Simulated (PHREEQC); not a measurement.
Solution (20 °C): 0.0044 mol HF and 4.1e-05 mol (NH4)2CO3 per kg of water. Closed to the air; pH follows from the charge balance.

The numbers come from PHREEQC with the ion-association model, phreeqc.dat.

This is a speciation only: nothing precipitates in the calculation.

### Question
Order these F species by the share of F that they hold, largest first: HF, F-, HF2-.

### Answer
HF (64 %), F- (35 %), HF2- (0.73 %)

The pH is 2.85 and the ionic strength 0.00155 mol/kgw.
